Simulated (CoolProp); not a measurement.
A single-stage vapour-compression cycle with the fluid: evaporating at 242.15 K (dew point), condensing at 298.15 K (bubble point), superheat 2 K, subcooling 2 K, compressor efficiency 0.9, no pressure losses. The same conditions are run with several fluids, on thermodynamics alone (safety and materials aside).

Computed with CoolProp (reference Helmholtz-energy equation of state of each fluid (R245fa: Akasaka 2015; R124: de Vries 1995; cis-2-butene: Lemmon 2005; R407C: Lemmon 2003; R410A: Lemmon 2003; C3F8 (R218): Lemmon 2006)). Blends and air are pseudo-pure fits.

### Question
Rank R245fa, R124, cis-2-butene, R407C, R410A, C3F8 (R218) by cooling COP, highest first.

### Answer
cis-2-butene (3.25), R245fa (3.15), R124 (3.06), R410A (2.93), R407C (2.64), C3F8 (R218) (2.29)

| fluid | pressure ratio | discharge temperature (K) | refrigerating effect (kJ/kg) | volumetric capacity (kJ/m³) |
|---|---|---|---|---|
| R245fa | 14.3 | 307.6 | 154 | 106 |
| R124 | 9.03 | 306.9 | 118 | 342 |
| cis-2-butene | 9.93 | 322.7 | 333 | 201 |
| R407C | 8.99 | 334.4 | 161 | 949 |
| R410A | 6.41 | 335.3 | 175 | 1750 |
| C3F8 (R218) | 6.64 | 298.2 | 46.9 | 605 |

The compression ends wet for: C3F8 (R218).
